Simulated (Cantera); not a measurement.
A Cantera script and its output.

```python
import numpy as np
import cantera as ct

gas = ct.Solution("gri30.yaml")
gas.TPX = 300, 20000, {'CH4': 1, 'O2': 2, 'N2': 7.52}
flame = ct.FreeFlame(gas, width=0.12)
flame.set_refine_criteria(ratio=3, slope=0.08, curve=0.16)
flame.transport_model = "mixture-averaged"
flame.solve(loglevel=0, auto=True)
z, T = flame.grid, flame.T
thick = (T[-1] - T[0]) / np.gradient(T, z).max()
show = ['CH4', 'O2', 'HCO', 'NO', 'N2O', 'NO2']
print(f"laminar burning velocity  {flame.velocity[0] * 100:.3f} cm/s")
print(f"burnt temperature         {T[-1]:.1f} K")
print(f"thermal thickness         {thick * 1e3:.4f} mm")
print(f"grid points               {len(z)}")
z0 = z[flame.heat_release_rate.argmax()]
print(f"{'z/mm':>9s}{'T/K':>9s}{'u/(m/s)':>9s}" + "".join(f"{s:>11s}" for s in show))
rows = []
for k in (-3, -2, -1.5, -1, -0.5, -0.25, 0, 0.25, 0.5, 1, 2, 4, 8):
    zz = z0 + k * thick
    rows.append([k * thick, np.interp(zz, z, T), np.interp(zz, z, flame.velocity),
                 *(np.interp(zz, z, flame.X[gas.species_index(s)]) for s in show)])
    print(f"{rows[-1][0] * 1e3:9.3f}{rows[-1][1]:9.1f}{rows[-1][2]:9.3f}" + "".join(f"{x:11.3e}" for x in rows[-1][3:]))
```

It prints:

```
laminar burning velocity  57.566 cm/s
burnt temperature         2186.3 K
thermal thickness         1.6456 mm
grid points               161
     z/mm      T/K  u/(m/s)        CH4         O2        HCO         NO        N2O        NO2
   -4.937    300.0    0.576  9.503e-02  1.901e-01  9.723e-21  2.793e-12  5.575e-16  8.885e-13
   -3.291    300.2    0.577  9.491e-02  1.899e-01  1.217e-16  1.022e-10  3.720e-14  4.531e-11
   -2.468    302.1    0.581  9.462e-02  1.894e-01  5.218e-14  1.114e-09  6.201e-13  6.186e-10
   -1.646    336.8    0.652  9.227e-02  1.868e-01  1.172e-10  3.029e-08  3.062e-11  1.633e-08
   -0.823    768.7    1.515  6.781e-02  1.560e-01  3.239e-07  9.491e-07  1.357e-09  6.979e-09
   -0.411   1216.0    2.425  3.746e-02  1.138e-01  1.395e-05  2.470e-06  4.350e-09  3.904e-09
    0.000   1610.7    3.240  9.148e-03  6.519e-02  6.666e-05  5.195e-06  1.012e-08  2.034e-09
    0.411   1760.8    3.544  7.562e-04  3.736e-02  2.143e-05  8.512e-06  1.669e-08  4.340e-10
    0.823   1793.4    3.598  3.418e-05  2.762e-02  1.380e-06  1.057e-05  2.026e-08  3.289e-10
    1.646   1821.9    3.636  6.089e-08  2.270e-02  2.587e-08  1.242e-05  2.096e-08  3.548e-10
    3.291   1857.1    3.692  8.124e-12  2.060e-02  1.770e-08  1.452e-05  2.070e-08  4.097e-10
    6.583   1905.2    3.775  1.172e-16  1.897e-02  1.324e-08  1.811e-05  2.149e-08  5.442e-10
   13.165   1967.9    3.883  2.137e-17  1.687e-02  8.598e-09  2.473e-05  2.325e-08  8.558e-10
```

Detailed kinetics in Cantera: GRI-Mech 3.0 (53 species, 325 reactions). Burning velocities carry a grid error of a few per cent, more on coarse grids.
